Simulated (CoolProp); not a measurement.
c-C4F8 (RC318) at several states: density (kg/m³) from the reference equation and from simpler models built on Tc = 115.2 °C, pc = 2.778 MPa, ω = 0.355; each cubic takes its own stable root.

Model: reference Helmholtz-energy equation of state, Platzer 1990, in CoolProp. This equation is an older, rougher fit; its heat capacities, sound speeds and derivatives of the liquid may be far off and weren't checked against measurements.

```json
[
 {"T (°C)": "176.45", "p (MPa)": "0.203", "phase": "gas", "reference": "11.02"},
 {"T (°C)": "108.45", "p (MPa)": "0.0234", "phase": "gas", "reference": "1.480"},
 {"T (°C)": "-11.25", "p (MPa)": "2.61", "phase": "liquid", "reference": "1644"},
 {"T (°C)": "14.35", "p (MPa)": "0.15", "phase": "gas", "reference": "13.23"},
 {"T (°C)": "130.55", "p (MPa)": "0.715", "phase": "gas", "reference": "46.23"}
]
```

Question: How far does each simpler model (van der Waals, Redlich-Kwong, Peng-Robinson) lie from the reference over these 5 states: mean and median of the absolute difference, and the worst?

Answer: 
- van der Waals: mean 7.9 %, median 0.5 %, worst -37.3 % at -11.25 °C and 2.61 MPa
- Redlich-Kwong: mean 2.2 %, median 0.5 %, worst -9.6 % at -11.25 °C and 2.61 MPa
- Peng-Robinson: mean 1.7 %, median 0.3 %, worst +7.0 % at -11.25 °C and 2.61 MPa
